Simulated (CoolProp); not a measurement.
Vapour-liquid equilibrium of propane (1) + benzene (2) at 323.1 K; x and y are mole fractions of (1).

The numbers come from the multi-fluid Helmholtz-energy mixture model, Lemmon 2009 and Thol 2012; pair parameters Bell 2016 in CoolProp.

### Question
Give the bubble pressure and the first vapour's composition at x = 0.05, 0.2, 0.35. Is there an azeotrope?

### Answer
x = 0.05: 0.1754 MPa, y = 0.794; x = 0.2: 0.5022 MPa, y = 0.930; x = 0.35: 0.7440 MPa, y = 0.955. No azeotrope shows between x = 0.05 and 0.95.

The pair parameters rest on a limited set of measurements; away from them the model extrapolates. The gap from Raoult's law changes sign with composition, which may be real or a fault of the pair parameters; it wasn't checked against measurements.
